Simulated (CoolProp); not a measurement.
The fluid at 293.15 K and 12.9 MPa flows at 0.54 m/s in a round tube of 20 mm bore and 45 µm roughness, fully developed (64/Re and Nu = 3.66 if laminar; Colebrook and Gnielinski if turbulent). The same conditions are run with several fluids, on thermodynamics alone (safety and materials aside).

Model: reference Helmholtz-energy equation of state of each fluid (c-C4F8 (RC318): Platzer 1990; R125: Lemmon 2005; R13: Platzer 1990; R507A: Lemmon 2003; isobutane: Bücker 2006), in CoolProp. The equations of Platzer and Polt are older, rougher fits. Blends and air are pseudo-pure fits.

```json
[
 {"fluid": "c-C4F8 (RC318)", "Reynolds number": "33400", "Darcy friction factor": "0.0282", "pressure drop (Pa/m)": "326", "heat-transfer coefficient (W/(m² K))": "999", "mass flow (kg/h)": "968"},
 {"fluid": "R125", "Reynolds number": "69900", "Darcy friction factor": "0.0263", "pressure drop (Pa/m)": "253", "heat-transfer coefficient (W/(m² K))": "1450", "mass flow (kg/h)": "806"},
 {"fluid": "R13", "Reynolds number": "115000", "Darcy friction factor": "0.0256", "pressure drop (Pa/m)": "217", "heat-transfer coefficient (W/(m² K))": "1440", "mass flow (kg/h)": "712"},
 {"fluid": "R507A", "Reynolds number": "68400", "Darcy friction factor": "0.0264", "pressure drop (Pa/m)": "222", "heat-transfer coefficient (W/(m² K))": "1460", "mass flow (kg/h)": "706"},
 {"fluid": "isobutane", "Reynolds number": "32700", "Darcy friction factor": "0.0283", "pressure drop (Pa/m)": "119", "heat-transfer coefficient (W/(m² K))": "1080", "mass flow (kg/h)": "353"}
]
```

Transport values come from each fluid's own correlations; those of c-C4F8 (RC318), R13 are estimates that may be off by 10 % or more.
